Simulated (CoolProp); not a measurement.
Vapour-liquid equilibrium of CH2F2 (R32) (1) + R227EA (2) at 0.166 bar; x and y are mole fractions of (1).

Values from CoolProp's multi-fluid Helmholtz-energy mixture model, Tillner-Roth 1997 and Lemmon 2016; pair parameters Bell 2016.

```json
[
 {"x": "0.05", "bubble temperature, mixture model (°C)": "-56.9", "bubble temperature, Raoult's law (°C)": "-55.2", "y, mixture model": "0.326", "y, Raoult's law": "0.253"},
 {"x": "0.15", "bubble temperature, mixture model (°C)": "-65.0", "bubble temperature, Raoult's law (°C)": "-61.2", "y, mixture model": "0.652", "y, Raoult's law": "0.550"},
 {"x": "0.25", "bubble temperature, mixture model (°C)": "-70.2", "bubble temperature, Raoult's law (°C)": "-65.6", "y, mixture model": "0.789", "y, Raoult's law": "0.709"},
 {"x": "0.35", "bubble temperature, mixture model (°C)": "-73.6", "bubble temperature, Raoult's law (°C)": "-69.1", "y, mixture model": "0.856", "y, Raoult's law": "0.805"},
 {"x": "0.45", "bubble temperature, mixture model (°C)": "-75.8", "bubble temperature, Raoult's law (°C)": "-71.9", "y, mixture model": "0.892", "y, Raoult's law": "0.867"},
 {"x": "0.55", "bubble temperature, mixture model (°C)": "-77.4", "bubble temperature, Raoult's law (°C)": "-74.3", "y, mixture model": "0.916", "y, Raoult's law": "0.910"},
 {"x": "0.65", "bubble temperature, mixture model (°C)": "-78.5", "bubble temperature, Raoult's law (°C)": "-76.3", "y, mixture model": "0.933", "y, Raoult's law": "0.941"},
 {"x": "0.75", "bubble temperature, mixture model (°C)": "-79.4", "bubble temperature, Raoult's law (°C)": "-78.1", "y, mixture model": "0.948", "y, Raoult's law": "0.963"},
 {"x": "0.85", "bubble temperature, mixture model (°C)": "-80.3", "bubble temperature, Raoult's law (°C)": "-79.6", "y, mixture model": "0.965", "y, Raoult's law": "0.981"},
 {"x": "0.95", "bubble temperature, mixture model (°C)": "-81.2", "bubble temperature, Raoult's law (°C)": "-81.0", "y, mixture model": "0.986", "y, Raoult's law": "0.994"}
]
```

The largest gap from Raoult's law is -4.6 K in bubble temperature, at x = 0.25. No azeotrope shows between x = 0.05 and 0.95.

The pair parameters rest on a limited set of measurements; away from them the model extrapolates.
